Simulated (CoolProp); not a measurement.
C2F6 (R116) at 298.15 K and 2.67 MPa flows at 0.19 m/s in a round tube of 6 mm bore and 15 µm roughness, fully developed (64/Re and Nu = 3.66 if laminar; Colebrook and Gnielinski if turbulent). Each further row changes one setting.

Computed with CoolProp (reference Helmholtz-energy equation of state, Lemmon 2006). It is a short technical equation, of lower accuracy than the large ones.

| case | Reynolds number | Darcy friction factor | pressure drop (Pa/m) | heat-transfer coefficient (W/(m² K)) | mass flow (kg/h) |
|---|---|---|---|---|---|
| as stated | 15800 | 0.0318 | 22.9 | 203 | 4.63 |
| velocity 0.38 m/s | 31500 | 0.0289 | 83.3 | 382 | 9.26 |
| diameter 12 mm | 31500 | 0.0263 | 9.48 | 175 | 18.5 |

Viscosity comes from a separate model (Huber 2003), an estimate that may be off by 10 % or more. Thermal conductivity comes from a separate model (Huber 2003), an estimate that may be off by 10 % or more.
